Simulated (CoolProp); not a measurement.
Saturated liquid density (kg/m³) of chlorine: the reference equation beside estimates from Tc = 416.9 K, pc = 7.642 MPa, ω = 0.070. Rackett uses Z = 0.29056 − 0.08775 ω.

Computed with CoolProp (reference Helmholtz-energy equation of state, Thol 2021).

```
T (K)  reference  Rackett  Redlich-Kwong  Soave-Redlich-Kwong
-----  ---------  -------  -------------  -------------------
201.5       1666     1557           1537                 1527
218.3       1621     1520           1499                 1492
235.1       1575     1482           1458                 1453
251.9       1528     1442           1414                 1411
268.7       1481     1401           1366                 1366
285.5       1431     1357           1314                 1317
302.2       1380     1311           1258                 1263
319         1325     1262           1197                 1204
335.8       1266     1208           1129                 1138
352.6       1201     1149           1053                 1063
```

Absolute difference from the reference over all 10 rows, mean and median: Rackett 5.4 and 5.3 %, Redlich-Kwong 8.8 and 8.0 %, Soave-Redlich-Kwong 8.7 and 8.2 %.
